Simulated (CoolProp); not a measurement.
Vapour-liquid equilibrium of cyclohexane (1) + n-heptane (2) at 91.15 °C; x and y are mole fractions of (1).

Computed with CoolProp (multi-fluid Helmholtz-energy mixture model, Zhou 2014 and Span 2003; pair parameters Bell 2016).

```json
[
 {"x": "0.05", "bubble pressure (MPa)": "0.08447", "y at the bubble point": "0.082", "dew pressure at overall composition x (MPa)": "0.08330", "liquid density (mol/L)": "6.282"},
 {"x": "0.15", "bubble pressure (MPa)": "0.09036", "y at the bubble point": "0.229", "dew pressure at overall composition x (MPa)": "0.08711", "liquid density (mol/L)": "6.457"},
 {"x": "0.25", "bubble pressure (MPa)": "0.09622", "y at the bubble point": "0.359", "dew pressure at overall composition x (MPa)": "?", "liquid density (mol/L)": "6.641"},
 {"x": "0.35", "bubble pressure (MPa)": "0.1020", "y at the bubble point": "0.473", "dew pressure at overall composition x (MPa)": "0.09581", "liquid density (mol/L)": "6.835"},
 {"x": "0.45", "bubble pressure (MPa)": "0.1077", "y at the bubble point": "0.575", "dew pressure at overall composition x (MPa)": "0.1008", "liquid density (mol/L)": "7.041"},
 {"x": "0.55", "bubble pressure (MPa)": "0.1133", "y at the bubble point": "0.667", "dew pressure at overall composition x (MPa)": "0.1062", "liquid density (mol/L)": "?"},
 {"x": "0.65", "bubble pressure (MPa)": "?", "y at the bubble point": "0.751", "dew pressure at overall composition x (MPa)": "?", "liquid density (mol/L)": "7.490"},
 {"x": "0.75", "bubble pressure (MPa)": "?", "y at the bubble point": "?", "dew pressure at overall composition x (MPa)": "?", "liquid density (mol/L)": "7.735"},
 {"x": "0.85", "bubble pressure (MPa)": "0.1294", "y at the bubble point": "0.900", "dew pressure at overall composition x (MPa)": "?", "liquid density (mol/L)": "7.997"},
 {"x": "0.95", "bubble pressure (MPa)": "0.1346", "y at the bubble point": "0.967", "dew pressure at overall composition x (MPa)": "0.1333", "liquid density (mol/L)": "8.275"}
]
```

**Question.** What belongs in the gaps?

**Answer.** 
- 0.25, dew pressure at overall composition x (MPa): 0.09126
- 0.55, liquid density (mol/L): 7.259
- 0.65, bubble pressure (MPa): 0.1187
- 0.65, dew pressure at overall composition x (MPa): 0.1122
- 0.75, bubble pressure (MPa): 0.1241
- 0.75, y at the bubble point: 0.828
- 0.75, dew pressure at overall composition x (MPa): 0.1187
- 0.85, dew pressure at overall composition x (MPa): 0.1257

No azeotrope shows between x = 0.05 and 0.95.

Pair parameters are fitted to limited data, so mixtures are less certain than the pure fluids.
